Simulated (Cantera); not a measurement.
A freely propagating, adiabatic, planar premixed flame of CH3OH : O2 : N2 = 1 : 1.72 : 6.48 (molar parts), equivalence ratio 0.87, unburnt at 700 K and 360 Torr; mixture-averaged transport, grid criteria slope 0.08 and curve 0.16, no radiation.

Computed with Cantera and GRI-Mech 3.0 (53 species, 325 reactions). GRI-Mech 3.0 was tuned for natural gas; its chemistry of methanol as a main component is partial and can be far from experiment. Burning velocities carry a grid error of a few per cent, more on coarse grids.

Problem. What does this change do: O2 1.72 to 1.3 parts?

Solution. 
| quantity | before | after |
|---|---|---|
| laminar burning velocity | 177 cm/s | 170 cm/s |
| thermal thickness | 0.504 mm | 0.520 mm |
| peak x(CH4) | 8.33e-5 | 0.000169 |
| peak x(CO) | 0.0670 | 0.0746 |

Problem. What does this change do: inlet temperature 700 to 675 K?

Solution. 
```csv
quantity,before,after
laminar burning velocity,177 cm/s,165 cm/s
thermal thickness,0.504 mm,0.515 mm
peak x(CH4),8.33e-5,8.10e-5
peak x(CO),0.0670,0.0664
```
